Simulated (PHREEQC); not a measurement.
## Copper plating or etch bath: an equilibrium model

Make-up at 25 °C: 31 mmol/kgw Cu(BF4)2 and 0.36 mmol/kgw Na2SO4. Closed to the air; pH follows from the charge balance.

Computed with PHREEQC (ion-association model, wateq4f.dat).

This is a speciation only: nothing precipitates in the calculation.

Task: Predict the pH.

Result: pH 2.73.

Task: In which forms is B present?

Result: BF4- 91 %, BF3OH- 5.3 %, H3BO3 2.1 %, BF2(OH)2- 1.2 % of the B.

Species that the database lacks are ignored. Real BF4- forms and hydrolyses slowly; the run takes it at equilibrium.
